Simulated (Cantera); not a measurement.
**Si(CH₃)₄ + C₂H₄ + H₂ (silicon carbide growth)**

A closed system holds: 1 mol Si(CH₃)₄, 0.21 mol C₂H₄, 180 mol H₂, at 340 Pa.

These are equilibrium values from Cantera (NASA tables, ideal gas, pure condensed phases), not measurements of a reactor. Candidate condensed phases: C, C₆H₆, C₇H₈, C₈H₁₈, Si, SiC; 87 gas species. Gases not in the tables: Si₂H₆ and higher silanes. Kinetics and transport are ignored.

From 1275 K to 2075 K the condensed part is C(graphite) + SiC(s). From 2175 K to 2475 K the condensed part is C(graphite).

```tsv
T (K)	log p H₂	log p H	log p C₂H₂ (acetylene)	log p Si	n C(graphite)	n SiC(s)
1275	-2.47	-7.37	-8.88	-13.30	3.41	1.00
1375	-2.47	-6.70	-8.22	-11.76	3.42	1.00
1475	-2.47	-6.12	-7.64	-10.42	3.42	1.000
1575	-2.47	-5.62	-7.14	-9.26	3.41	1.000
1675	-2.47	-5.17	-6.71	-8.23	3.40	1.000
1775	-2.47	-4.77	-6.32	-7.33	3.37	0.997
1875	-2.47	-4.42	-5.97	-6.52	3.32	0.981
1975	-2.48	-4.10	-5.67	-5.79	3.27	0.898
2075	-2.49	-3.82	-5.40	-5.14	3.38	0.519
2175	-2.51	-3.57	-5.16	-4.83	3.45	0
2275	-2.54	-3.34	-4.95	-4.84	2.87	0
2375	-2.58	-3.14	-4.78	-4.87	2.04	0
2475	-2.64	-2.97	-4.65	-4.92	0.925	0
```
log p: log10 of the partial pressure in bar; n: condensed amount in mol.
